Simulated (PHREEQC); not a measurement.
1 kg of water meets 20 L of dry gas (CO2 0.49, CH4 0.51 by moles) at fixed total pressure, at 40 °C; fugacities by Peng-Robinson. The gases take part in no redox reaction, some water evaporates into the gas, and hydrates or a liquid gas phase aren't modelled. Nothing may precipitate in this run.

The numbers come from PHREEQC with the ion-association model, phreeqc.dat.

```csv
P (atm),dissolved CO2 (all carbonate carbon) (mol/kgw),φ of CO2,p of CO2 (atm),dissolved CH4 (mol/kgw)
2,0.0220,0.991,0.931,0.00121
5,0.0552,0.977,2.38,[?]
10,0.108,[?],4.80,[?]
20,0.205,0.910,9.64,0.0119
30,0.292,0.867,14.5,0.0173
40,0.367,0.826,19.4,0.0224
50,0.433,0.786,24.2,0.0273
75,0.558,0.692,36.4,0.0383
100,0.635,[?],48.7,0.0482
150,0.702,0.477,73.1,[?]
200,0.727,0.396,97.6,0.0788
300,0.762,0.316,146,0.0991
400,0.790,0.281,195,0.115
```

Task: Some entries are withheld; supply them.

Result: 
- 5, dissolved CH4 (mol/kgw): 0.00308
- 10, φ of CO2: 0.954
- 10, dissolved CH4 (mol/kgw): 0.00610
- 100, φ of CO2: 0.608
- 150, dissolved CH4 (mol/kgw): 0.0652

Away from 25 °C the constants follow the database's enthalpies or fits; those with neither stay at their 25 °C values.
